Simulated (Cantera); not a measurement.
An adiabatic, constant-volume homogeneous reactor starts with CH3OH : O2 : N2 : H2O = 1 : 2.54 : 9.66 : 0.34 (molar parts), equivalence ratio 0.59, at 1798 K and 3750 Torr. Integrator tolerance rtol = 1e-08.

Computed with Cantera and GRI-Mech 3.0 (53 species, 325 reactions). GRI-Mech 3.0 was tuned for natural gas; its chemistry of methanol as a main component is partial and can be far from experiment.

**Question.** What does this change do: constant pressure in place of constant volume?

**Answer.** 
| quantity | before | after |
|---|---|---|
| time of steepest temperature rise | 5.63 µs | 6.73 µs |
| temperature at 2.00 s | 2877 K | 2722 K |
| equilibrium temperature | 2877 K | 2722 K |
| x(CH3OH) at 2.00 s | <1e-12 (gas-phase equilibrium <1e-12) | <1e-12 (gas-phase equilibrium <1e-12) |
| x(O2) at 2.00 s | 0.0648 (gas-phase equilibrium 0.0648) | 0.0660 (gas-phase equilibrium 0.0660) |
| x(H2O) at 2.00 s | 0.145 (gas-phase equilibrium 0.145) | 0.151 (gas-phase equilibrium 0.151) |
| x(CH3) at 2.00 s | <1e-12 (gas-phase equilibrium <1e-12) | <1e-12 (gas-phase equilibrium <1e-12) |
| x(CH2O) at 2.00 s | 3.01e-10 (gas-phase equilibrium 3.01e-10) | 9.47e-11 (gas-phase equilibrium 9.47e-11) |

**Question.** What does this change do: initial temperature 1798 to 1598 K?

**Answer.** 
```csv
quantity,before,after
time of steepest temperature rise,5.63 µs,23.1 µs
temperature at 2.00 s,2877 K,2787 K
equilibrium temperature,2877 K,2787 K
x(CH3OH) at 2.00 s,<1e-12 (gas-phase equilibrium <1e-12),<1e-12 (gas-phase equilibrium <1e-12)
x(O2) at 2.00 s,0.0648 (gas-phase equilibrium 0.0648),0.0651 (gas-phase equilibrium 0.0651)
x(H2O) at 2.00 s,0.145 (gas-phase equilibrium 0.145),0.151 (gas-phase equilibrium 0.151)
x(CH3) at 2.00 s,<1e-12 (gas-phase equilibrium <1e-12),<1e-12 (gas-phase equilibrium <1e-12)
x(CH2O) at 2.00 s,3.01e-10 (gas-phase equilibrium 3.01e-10),1.66e-10 (gas-phase equilibrium 1.66e-10)
```
